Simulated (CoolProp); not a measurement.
Properties of carbon dioxide along the isotherm 7.55 °C.

Values from CoolProp's reference Helmholtz-energy equation of state, Span 1996.

| p (MPa) | phase | density (kg/m³) | cv (kJ/(kg K)) | isothermal compressibility (1/MPa) | viscosity (µPa s) | conductivity (mW/(m K)) |
|---|---|---|---|---|---|---|
| 0.233 | gas | 4.457 | 0.6441 | 4.355 | 14.1 | 15.4 |
| 0.442 | gas | 8.569 | 0.6511 | 2.327 | 14.1 | 15.5 |
| 0.838 | gas | 16.68 | 0.6652 | 1.263 | 14.1 | 15.8 |
| 1.59 | gas | 33.48 | 0.6954 | 0.7094 | 14.2 | 16.5 |
| 3.01 | gas | 72.72 | 0.7762 | 0.4510 | 14.6 | 18.6 |
| 5.71 | liquid | 896.7 | 0.9423 | 0.01215 | 92.0 | 103 |
| 10.8 | liquid | 940.0 | 0.9254 | 0.007330 | 104 | 112 |
| 20.5 | liquid | 992.5 | 0.9241 | 0.004414 | (withheld) | 125 |
| 38.9 | liquid | 1056 | 0.9310 | 0.002612 | (withheld) | 142 |
| 73.8 | liquid | 1130 | 0.9465 | (withheld) | 188 | 167 |

Question: Complete the blanks.

Answer: 
- 20.5, viscosity (µPa s): 121
- 38.9, viscosity (µPa s): 147
- 73.8, isothermal compressibility (1/MPa): 0.001513

Viscosity comes from a separate model (Laesecke 2017). Thermal conductivity comes from a separate model (Huber 2016).
